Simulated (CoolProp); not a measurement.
Vapour-liquid equilibrium of R125 (1) + propylene (2) at 249.8 K; x and y are mole fractions of (1).

Computed with CoolProp (multi-fluid Helmholtz-energy mixture model, Lemmon 2005 and Lemmon 2013; pair parameters Bell 2016).

```csv
x,"bubble pressure, mixture model (bar)","bubble pressure, Raoult's law (bar)","y, mixture model","y, Raoult's law"
0.05,2.975,2.725,0.125,0.055
0.15,3.333,2.751,0.279,0.162
0.25,3.541,2.777,___,0.267
0.35,3.658,2.802,0.438,0.371
0.45,3.717,2.828,0.492,0.473
0.55,___,2.854,0.543,0.572
0.65,3.703,2.880,0.598,0.670
0.75,___,2.906,0.665,0.767
0.85,___,2.932,0.757,0.861
0.95,3.174,2.958,0.897,0.954
```

Complete the blanks.


- 0.25, y, mixture model: 0.372
- 0.55, bubble pressure, mixture model (bar): 3.731
- 0.75, bubble pressure, mixture model (bar): 3.619
- 0.85, bubble pressure, mixture model (bar): 3.456

The largest gap from Raoult's law is +31.4 % in bubble pressure, at x = 0.45. y crosses x between x = 0.45 and 0.55: the model has an azeotrope there.

Pair parameters are fitted to limited data, so mixtures are less certain than the pure fluids.
